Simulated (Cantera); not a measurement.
Charge: 1 mol CH3F, at 0.000460 bar.

These are equilibrium values from Cantera (NASA tables, ideal gas, pure condensed phases), not measurements of a reactor. Candidate condensed phases: C, C6H6, C7H8, C8H18; 95 gas species. Rates play no part. All values below are at 723 K.

Base state: HF 0.500, H2 0.499, CH4 0.000611 (mole fractions); condensed: C(graphite).

Q: What changes in the equilibrium state with this change: 0.0067 mol Cl2 added?

A: 
```json
[
 {"species": "HF", "before": "0.500", "after": "0.499"},
 {"species": "H2", "before": "0.499", "after": "0.494"},
 {"species": "HCl", "before": "0", "after": "0.00668"},
 {"species": "CH4", "before": "0.000611", "after": "0.000599"},
 {"species": "C(graphite), mol", "before": "0.999", "after": "0.999"}
]
```
